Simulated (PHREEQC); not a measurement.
A solution holds 1.1 mol/kgw Na2CO3, 0.059 mol/kgw NaHCO3 and 0.00048 mol/kgw H4SiO4, at 85 °C and 300 atm. Closed to the air; pH follows from the charge balance.

All values are PHREEQC results (Pitzer model, pitzer.dat), not measurements.

```
quantity                   before    after
------------------------  -------  -------
pH                          10.51     7.86
ionic strength (mol/kgw)     3.34   0.0600
CO3-2 (mol/kgw)              1.08  0.00101
HCO3- (mol/kgw)            0.0752   0.0569
CO2 (mol/kgw)             8.70e-7  0.00109
```

**Question.** What was changed between the two runs?
A) H4SiO4 left out
B) NaHCO3 from 0.059 to 0.59 mol/kgw
C) Na2CO3 left out
D) temperature from 85 to 20 °C
E) temperature from 85 to 45 °C

**Answer.** C, Na2CO3 left out

No solid was allowed to form. In brines, pH and single-ion activities rest on the MacInnes convention. Under pressure, the constants of complexes without a molar volume in the database are unreliable. At this temperature some constants are extrapolated from 25 °C, and those without enthalpy data are left unchanged.
